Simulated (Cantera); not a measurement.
A Cantera script and what it prints.

```python
import numpy as np
import cantera as ct

gas_names = """
    CL CL2 H HCL H2 Si SiCL SiCL2 SiCL3 SiCL4 SiH SiHCL3 SiH2 SiH2CL2 SiH3 SiH3CL SiH4 Si2 Si3
""".split()
cond_names = """
    Si(cr) Si(L)
""".split()


def load(file, names, dense=False):
    # The tables refer to 1 bar. Condensed volumes are neglected.
    table = {s.name: s for s in ct.Species.list_from_file(file)}
    out = []
    for n in names:
        d = dict(table[n].input_data)
        d["thermo"] = dict(d["thermo"], **{"reference-pressure": 1e5})
        if dense:
            d["equation-of-state"] = {"model": "constant-volume", "density": "1e6 g/cm^3"}
        out.append(ct.Species.from_dict(d))
    return out


gas = ct.Solution(thermo="ideal-gas", species=load("nasa_gas.yaml", gas_names))
cond = {s.name: ct.Solution(thermo="fixed-stoichiometry", species=[s], name=s.name)
        for s in load("nasa_condensed.yaml", cond_names, dense=True)}
atoms = {
    'SiHCl3': {'Si': 1, 'H': 1, 'CL': 3},
    'H2': {'H': 2},
}
top_T = {}  # K; cautious upper limits of use, not melting points


def equilibrate(T, P, feed):
    n = {}
    for name, mol in feed.items():
        for a, k in atoms[name].items():
            n[a] = n.get(a, 0.0) + k * mol
    gas.TPX = T, P, n
    mass = sum(n.values()) * gas.mean_molecular_weight
    gas.equilibrate("TP")
    valid = [c for c in cond.values() if c.min_temp <= T <= top_T.get(c.name, c.max_temp)]
    mix = ct.Mixture([(gas, mass / gas.mean_molecular_weight)] + [(c, 0.0) for c in valid])
    mix.T, mix.P = T, P
    mix.equilibrate("TP", solver="vcs", rtol=1e-11, max_steps=5000)
    return mix


results = []
feed = {'SiHCl3': 1, 'H2': 5.1}  # mol
T = 800  # K
for P in [100, 260, 670, 1700, 4500, 12000, 30000, 77000, 200000]:
    mix = equilibrate(T, P, feed)
    results.append((T, P, feed, dict(zip(mix.species_names, mix.species_moles))))
    x = sorted(zip(gas.X, gas.species_names), reverse=True)
    print(f"T = {T:g} K  P = {P:g} Pa  gas = {mix.phase_moles(0):.4g} mol")
    print("   x: " + "  ".join(f"{s} {v:.3e}" for v, s in x if v > 0.0001))
    print("   condensed (mol): " + ("  ".join(f"{mix.phase(i).name} {mix.phase_moles(i):.4g}"
          for i in range(1, mix.n_phases) if mix.phase_moles(i) > 1e-12) or "none"))
```

Output:

```
T = 800 K  P = 100 Pa  gas = 6.345 mol
   x: H2 8.731e-01  SiCL4 1.077e-01  SiHCL3 1.106e-02  HCL 7.685e-03  SiCL3 2.593e-04
   condensed (mol): Si(cr) 0.2437
T = 800 K  P = 260 Pa  gas = 6.338 mol
   x: H2 8.735e-01  SiCL4 1.062e-01  SiHCL3 1.390e-02  HCL 6.031e-03  SiCL3 2.020e-04  SiH2CL2 1.470e-04
   condensed (mol): Si(cr) 0.2366
T = 800 K  P = 670 Pa  gas = 6.33 mol
   x: H2 8.735e-01  SiCL4 1.040e-01  SiHCL3 1.735e-02  HCL 4.736e-03  SiH2CL2 2.336e-04  SiCL3 1.570e-04
   condensed (mol): Si(cr) 0.229
T = 800 K  P = 1700 Pa  gas = 6.321 mol
   x: H2 8.730e-01  SiCL4 1.013e-01  SiHCL3 2.146e-02  HCL 3.727e-03  SiH2CL2 3.671e-04  SiCL3 1.220e-04
   condensed (mol): Si(cr) 0.2206
T = 800 K  P = 4500 Pa  gas = 6.311 mol
   x: H2 8.720e-01  SiCL4 9.778e-02  SiHCL3 2.663e-02  HCL 2.894e-03  SiH2CL2 5.860e-04
   condensed (mol): Si(cr) 0.2105
T = 800 K  P = 12000 Pa  gas = 6.299 mol
   x: H2 8.706e-01  SiCL4 9.335e-02  SiHCL3 3.284e-02  HCL 2.237e-03  SiH2CL2 9.334e-04
   condensed (mol): Si(cr) 0.1987
T = 800 K  P = 30000 Pa  gas = 6.286 mol
   x: H2 8.687e-01  SiCL4 8.841e-02  SiHCL3 3.960e-02  HCL 1.753e-03  SiH2CL2 1.433e-03
   condensed (mol): Si(cr) 0.1859
T = 800 K  P = 77000 Pa  gas = 6.271 mol
   x: H2 8.664e-01  SiCL4 8.248e-02  SiHCL3 4.752e-02  SiH2CL2 2.212e-03  HCL 1.359e-03
   condensed (mol): Si(cr) 0.1705
T = 800 K  P = 200000 Pa  gas = 6.253 mol
   x: H2 8.634e-01  SiCL4 7.563e-02  SiHCL3 5.643e-02  SiH2CL2 3.402e-03  HCL 1.046e-03
   condensed (mol): Si(cr) 0.1525
```

Equilibrium computed with Cantera from the NASA thermochemical tables; the gas is ideal and each condensed phase is pure. The tables' values for SiCl3 are old estimates; treat these amounts as uncertain.
